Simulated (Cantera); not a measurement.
Charge: 1 mol Si, 0.048 mol CO2, 48 mol N2, equilibrated at 160 Pa.

These are equilibrium values from Cantera (NASA tables, ideal gas, pure condensed phases), not measurements of a reactor. Candidate condensed phases: C, Si, SiC, SiO2, Si2N2O, Si3N4; 34 gas species. N2 is the only nitrogen source here; it is nearly inert below about 1500 K, so the nitride shown seldom forms there in practice. Mutual solubility and eutectic melting of coexisting phases are not modelled. Rates play no part. All values below are at 1177 °C.

Base state: N2 1.000, CO 0.000323, SiO 3.39e-5 (mole fractions); condensed: SiC(s) + Si2N2O(s) + Si3N4(s).

### Question
What changes in the equilibrium state with this change: CO2 from 0.048 to 0.29 mol?

### Answer
```tsv
species	before	after
N2	1.000	0.997
CO	0.000323	0.00312
SiO	3.39e-5	7.23e-5
SiC(s), mol	0.0327	0.141
Si2N2O(s), mol	0.0791	0.428
Si3N4(s), mol	0.269	0
```
